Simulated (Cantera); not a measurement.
Cantera run, input and output.

```python
import numpy as np
import cantera as ct

gas = ct.Solution("h2o2.yaml")
gas.TPX = 975, 1333, {'H2': 0.2, 'O2': 1}
reactor = ct.IdealGasConstPressureReactor(gas, energy="off", clone=False)
net = ct.ReactorNet([reactor])
net.rtol, net.atol = 1e-08, 1e-18
show = ['H2', 'O2', 'H', 'OH', 'H2O', 'HO2', 'H2O2']
times = np.geomspace(0.0002, 20, 11)

steps = ct.SolutionArray(gas, extra=["t"])
rows = []
print(f"{'t/s':>10s}{'T/K':>9s}{'P/Pa':>11s}" + "".join(f"{s:>11s}" for s in show))
for t in times:
    while net.time < t:
        t_next = net.step()
        steps.append(gas.state, t=t_next)
    rows.append([np.interp(t, steps.t, y) for y in (steps.T, steps.P, *steps(*show).X.T)])
    print(f"{t:10.3e}{rows[-1][0]:9.1f}{rows[-1][1]:11.4g}" + "".join(f"{x:11.3e}" for x in rows[-1][2:]))
rate = np.gradient(steps.T, steps.t)
print("integrator steps:", len(steps.t))
if steps.T.max() > steps.T[0] + 200:
    print(f"time of steepest temperature rise: {steps.t[rate.argmax()]:.4e} s")
gas.TPX = 975, 1333, {'H2': 0.2, 'O2': 1}
gas.equilibrate("TP")
print(f"equilibrium (TP): T = {gas.T:.1f} K  " + "  ".join(f"{s} {gas[s].X[0]:.3e}" for s in show))
```

Result:

```
       t/s      T/K       P/Pa         H2         O2          H         OH        H2O        HO2       H2O2
 2.000e-04    975.0       1333  1.667e-01  8.333e-01  1.434e-10  2.539e-11  6.469e-11  1.350e-10  1.678e-14
 6.325e-04    975.0       1333  1.667e-01  8.333e-01  1.424e-09  3.079e-10  1.814e-09  4.504e-10  1.721e-13
 2.000e-03    975.0       1333  1.667e-01  8.333e-01  7.469e-07  1.650e-07  1.192e-06  1.854e-08  6.375e-12
 6.325e-03    975.0       1333  1.384e-02  7.715e-01  5.399e-02  4.674e-03  1.272e-01  1.448e-05  3.366e-07
 2.000e-02    975.0       1333  1.335e-03  8.128e-01  2.209e-03  1.313e-03  1.778e-01  1.330e-05  4.038e-07
 6.325e-02    975.0       1333  9.654e-05  8.178e-01  2.930e-05  2.754e-04  1.815e-01  4.145e-06  2.669e-07
 2.000e-01    975.0       1333  8.329e-06  8.181e-01  8.502e-07  8.523e-05  1.818e-01  7.434e-07  1.150e-07
 6.325e-01    975.0       1333  8.628e-07  8.182e-01  4.854e-08  3.314e-05  1.818e-01  1.348e-07  4.345e-08
 2.000e+00    975.0       1333  1.311e-07  8.182e-01  4.515e-09  1.503e-05  1.818e-01  3.015e-08  1.654e-08
 6.325e+00    975.0       1333  2.845e-08  8.182e-01  5.607e-10  7.490e-06  1.818e-01  7.948e-09  6.334e-09
 2.000e+01    975.0       1333  7.341e-09  8.182e-01  8.096e-11  3.925e-06  1.818e-01  2.339e-09  2.352e-09
integrator steps: 1842
equilibrium (TP): T = 975.0 K  H2 7.133e-11  O2 8.182e-01  H 8.422e-14  OH 3.896e-07  H2O 1.818e-01  HO2 7.851e-10  H2O2 3.851e-11
```

Computed with Cantera and the H2/O2 subset of GRI-Mech 3.0, which has no nitrogen chemistry. Radical loss at walls, strong at low pressure, is not modelled. The temperature is held fixed by assumption; the heat of reaction is taken as removed at once.
